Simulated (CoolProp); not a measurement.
Vapour-liquid equilibrium of R1234yf (1) + R1234ze(E) (2) at -47.25 °C; x and y are mole fractions of (1).

Model: multi-fluid Helmholtz-energy mixture model, Lemmon 2022 and Thol 2016; pair parameters Bell 2022, in CoolProp.

Give the bubble pressure and the first vapour's composition at x = 0.5, 0.65, 0.95. Is there an azeotrope?

x = 0.5: 0.03424 MPa, y = 0.631; x = 0.65: 0.03690 MPa, y = 0.758; x = 0.95: 0.04221 MPa, y = 0.970. No azeotrope shows between x = 0.05 and 0.95.

Pair parameters are fitted to limited data, so mixtures are less certain than the pure fluids.
